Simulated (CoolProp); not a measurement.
Properties of sulfur dioxide along the isobar 1.01 bar (Tc = 157.5 °C, pc = 78.87 bar, ω = 0.256).

Computed with CoolProp (reference Helmholtz-energy equation of state, Gao 2016).

```json
[
 {"T (°C)": "-6.55", "phase": "gas", "density (kg/m³)": "(withheld)", "cp (kJ/(kg K))": "0.6485", "cv (kJ/(kg K))": "(withheld)", "isothermal compressibility (1/MPa)": "10.18"},
 {"T (°C)": "15.25", "phase": "gas", "density (kg/m³)": "2.751", "cp (kJ/(kg K))": "(withheld)", "cv (kJ/(kg K))": "(withheld)", "isothermal compressibility (1/MPa)": "10.10"},
 {"T (°C)": "37.05", "phase": "gas", "density (kg/m³)": "2.546", "cp (kJ/(kg K))": "0.6517", "cv (kJ/(kg K))": "0.5112", "isothermal compressibility (1/MPa)": "10.05"},
 {"T (°C)": "58.85", "phase": "gas", "density (kg/m³)": "2.371", "cp (kJ/(kg K))": "0.6578", "cv (kJ/(kg K))": "0.5201", "isothermal compressibility (1/MPa)": "10.01"},
 {"T (°C)": "80.65", "phase": "gas", "density (kg/m³)": "2.219", "cp (kJ/(kg K))": "0.6657", "cv (kJ/(kg K))": "0.5298", "isothermal compressibility (1/MPa)": "9.991"},
 {"T (°C)": "102.45", "phase": "gas", "density (kg/m³)": "2.087", "cp (kJ/(kg K))": "(withheld)", "cv (kJ/(kg K))": "0.5400", "isothermal compressibility (1/MPa)": "9.973"},
 {"T (°C)": "124.35", "phase": "gas", "density (kg/m³)": "1.969", "cp (kJ/(kg K))": "(withheld)", "cv (kJ/(kg K))": "(withheld)", "isothermal compressibility (1/MPa)": "9.960"},
 {"T (°C)": "146.15", "phase": "gas", "density (kg/m³)": "1.865", "cp (kJ/(kg K))": "0.6940", "cv (kJ/(kg K))": "0.5610", "isothermal compressibility (1/MPa)": "9.950"},
 {"T (°C)": "167.95", "phase": "gas", "density (kg/m³)": "1.772", "cp (kJ/(kg K))": "(withheld)", "cv (kJ/(kg K))": "0.5713", "isothermal compressibility (1/MPa)": "9.942"},
 {"T (°C)": "189.75", "phase": "gas", "density (kg/m³)": "1.687", "cp (kJ/(kg K))": "0.7135", "cv (kJ/(kg K))": "0.5814", "isothermal compressibility (1/MPa)": "9.935"},
 {"T (°C)": "211.55", "phase": "gas", "density (kg/m³)": "1.610", "cp (kJ/(kg K))": "0.7229", "cv (kJ/(kg K))": "0.5911", "isothermal compressibility (1/MPa)": "9.930"},
 {"T (°C)": "233.45", "phase": "gas", "density (kg/m³)": "1.540", "cp (kJ/(kg K))": "0.7321", "cv (kJ/(kg K))": "0.6005", "isothermal compressibility (1/MPa)": "9.926"}
]
```

Problem. Complete the blanks.

Solution. 
- -6.55, density (kg/m³): 2.998
- -6.55, cv (kJ/(kg K)): 0.4973
- 15.25, cp (kJ/(kg K)): 0.6481
- 15.25, cv (kJ/(kg K)): 0.5035
- 102.45, cp (kJ/(kg K)): 0.6746
- 124.35, cp (kJ/(kg K)): 0.6842
- 124.35, cv (kJ/(kg K)): 0.5505
- 167.95, cp (kJ/(kg K)): 0.7038
